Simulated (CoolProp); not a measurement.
Vapour-liquid equilibrium of R143a (1) + R152A (2) at 1.84 bar; x and y are mole fractions of (1).

Values from CoolProp's multi-fluid Helmholtz-energy mixture model, Lemmon and Jacobsen 2000 and Outcalt 1996; pair parameters Bell 2016.

```tsv
x	bubble temperature, mixture model (°C)	bubble temperature, Raoult's law (°C)	y, mixture model	y, Raoult's law
0.05	…	-11.5	0.131	0.116
0.125	-15.2	-14.0	0.287	0.265
0.2	-17.9	-16.4	0.408	0.390
0.275	-20.2	-18.6	0.506	0.496
0.35	…	-20.7	0.587	0.586
0.425	…	-22.6	0.655	0.662
0.5	-25.6	-24.3	…	0.729
0.575	-27.1	-26.0	0.768	0.786
0.65	…	-27.6	0.815	0.836
0.725	-29.7	-29.1	0.859	0.879
0.8	-30.9	-30.4	…	0.918
0.875	…	-31.8	0.939	0.952
0.95	-33.1	-33.0	…	0.982
```

**Question.** Some entries are withheld; supply them.

**Answer.** 
- 0.05, bubble temperature, mixture model (°C): -12.1
- 0.35, bubble temperature, mixture model (°C): -22.2
- 0.425, bubble temperature, mixture model (°C): -24.0
- 0.5, y, mixture model: 0.715
- 0.65, bubble temperature, mixture model (°C): -28.5
- 0.8, y, mixture model: 0.900
- 0.875, bubble temperature, mixture model (°C): -32.0
- 0.95, y, mixture model: 0.976

The largest gap from Raoult's law is -1.6 K in bubble temperature, at x = 0.275. No azeotrope shows between x = 0.05 and 0.95.

The pair parameters rest on a limited set of measurements; away from them the model extrapolates.
